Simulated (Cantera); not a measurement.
A Cantera script and its output.

```python
import numpy as np
import cantera as ct

gas = ct.Solution("SiF4_NH3_mec.yaml", "gas")
gas.TPX = 2075, 2666, {'NH3': 1, 'H2': 0.13}
inlet = ct.Reservoir(gas, clone=True)

reactor = ct.IdealGasConstPressureReactor(gas, energy="off", clone=False)
exhaust = ct.Reservoir(gas, clone=True)
tau = [0.33, 0.11, 0.038, 0.013, 0.0043, 0.0015, 0.00049, 0.00017][0]
for a, b in ((inlet, reactor), (reactor, exhaust)):
    ct.MassFlowController(a, b, mdot=lambda t: reactor.mass / tau)
net = ct.ReactorNet([reactor])
show = ['NH3', 'H2', 'N2H4', 'NH2', 'N2', 'H']

rows = []
print(f"{'tau/s':>10s}{'T/K':>9s}" + "".join(f"{s:>11s}" for s in show))
for tau in [0.33, 0.11, 0.038, 0.013, 0.0043, 0.0015, 0.00049, 0.00017]:
    net.initial_time = 0.0
    net.advance(30 * tau)
    before = gas.X
    net.advance(40 * tau)
    drift = np.max(np.abs(gas.X - before) / (gas.X + 1e-9))
    rows.append([gas.T, *gas[show].X, drift])
    print(f"{tau:10.3e}{gas.T:9.1f}" + "".join(f"{x:11.3e}" for x in gas[show].X))
```

It prints:

```
     tau/s      T/K        NH3         H2       N2H4        NH2         N2          H
 3.300e-01   2075.0  4.124e-01  4.612e-01  8.971e-09  1.143e-03  1.248e-01  4.304e-04
 1.100e-01   2075.0  6.402e-01  2.937e-01  1.660e-08  1.554e-03  6.427e-02  2.414e-04
 3.800e-02   2075.0  7.834e-01  1.884e-01  2.221e-08  1.798e-03  2.619e-02  1.474e-04
 1.300e-02   2075.0  8.488e-01  1.403e-01  2.378e-08  1.860e-03  8.820e-03  1.055e-04
 4.300e-03   2075.0  8.739e-01  1.220e-01  1.983e-08  1.699e-03  2.239e-03  8.157e-05
 1.500e-03   2075.0  8.819e-01  1.165e-01  9.937e-09  1.203e-03  3.299e-04  5.462e-05
 4.900e-04   2075.0  8.842e-01  1.153e-01  1.722e-09  5.011e-04  1.225e-05  2.278e-05
 1.700e-04   2075.0  8.847e-01  1.151e-01  2.142e-10  1.774e-04  2.983e-07  8.540e-06
```

Model: the gas-phase N/H chemistry of the illustrative SiF4/NH3 mechanism in the Surface Chemkin manual (1991), integrated in Cantera. Walls and surfaces, which speed up NH3 decomposition in real reactors, are not modelled.
